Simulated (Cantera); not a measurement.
Charge: 1 mol CCl4, 0.34 mol CH4, a varied amount of H2, held at 3225 K and 97.5 Torr.

Method: chemical equilibrium by Gibbs-energy minimisation in Cantera with the NASA 1993 tables (ideal gas, pure condensed phases). Candidate condensed phases: C, C6H6, C7H8, C8H18; 91 gas species. The numbers say what is thermodynamically allowed, not how fast it happens.

### Question
What share of the C ends up in condensed phases as a function of n(H2) (mol), at 0.77, 1.4, 2, 2.7, 3.3, 3.9, 4.5, 5.2, 5.8, 6.4, 7.1, 7.7?

### Answer
```
n(H2) (mol)  C condensed (%)           as
-----------  ---------------  -----------
0.77                    57.0  C(graphite)
1.4                     45.7  C(graphite)
2                       34.1  C(graphite)
2.7                     20.1  C(graphite)
3.3                      7.8  C(graphite)
3.9                      0.0            -
4.5                      0.0            -
5.2                      0.0            -
5.8                      0.0            -
6.4                      0.0            -
7.1                      0.0            -
7.7                      0.0            -
```
